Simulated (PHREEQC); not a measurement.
Acid mine or pickling water: speciation

Synthetic water in mg/kgw, 25 °C, pH 1.98, pe 9.7: Na 345; K 83.9; Ca 132; Mg 8.21; Cl 169; S(6) as SO4 1930; Si as SiO2 1.54; Cu(2) 7.57; Li 0.198.

Valence states are taken as typed.

The numbers come from PHREEQC with the ion-association model, phreeqc.dat.

Each row changes one thing in this solution. No solid was allowed to form.

| case | ionic strength (mol/kgw) | SO4-2 (mol/kgw) | HSO4- (mol/kgw) | CaSO4 (mol/kgw) | NaSO4- (mol/kgw) | Mg+2 (mol/kgw) | SI of Quartz (SiO2) | SI of Gypsum (CaSO4:2H2O) |
|---|---|---|---|---|---|---|---|---|
| as made | 0.0488 | 0.0117 | 0.00671 | 0.00100 | 0.000395 | 0.000209 | -0.61 | -0.66 |
| Cu(2) from 7.57 to 3.79 mg/kgw | 0.0487 | 0.0117 | 0.00671 | 0.00100 | [?] | 0.000209 | -0.61 | -0.66 |
| temperature from 25 to 65 °C at the same typed pH | 0.0426 | [?] | [?] | 0.000829 | [?] | 0.000176 | [?] | -0.77 |

Complete the blanks.


- Cu(2) from 7.57 to 3.79 mg/kgw, NaSO4- (mol/kgw): 0.000396
- temperature from 25 to 65 °C at the same typed pH, SO4-2 (mol/kgw): 0.00732
- temperature from 25 to 65 °C at the same typed pH, HSO4- (mol/kgw): 0.0112
- temperature from 25 to 65 °C at the same typed pH, NaSO4- (mol/kgw): 0.000306
- temperature from 25 to 65 °C at the same typed pH, SI of Quartz (SiO2): -1.13

Complexes and solids missing from the database can't appear. Away from 25 °C the constants follow the database's enthalpies or fits; those with neither stay at their 25 °C values.
